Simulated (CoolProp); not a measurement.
The numbers come from the reference Helmholtz-energy equation of state, Span 2000 in CoolProp.

**Question.** Give the vapour pressure (bar), liquid cp (kJ/(kg K)), vapour Z, vapour viscosity (µPa s) of saturated nitrogen at -200.05, -193.95, -187.95 °C.

**Answer.** 
| T (°C) | p (bar) | liquid cp (kJ/(kg K)) | vapour Z | vapour viscosity (µPa s) |
|---|---|---|---|---|
| -200.05 | 0.594 | 2.02 | 0.971 | 5.12 |
| -193.95 | 1.25 | 2.05 | 0.950 | 5.59 |
| -187.95 | 2.33 | 2.09 | 0.922 | 6.07 |

Viscosity comes from a separate model (Lemmon 2004).
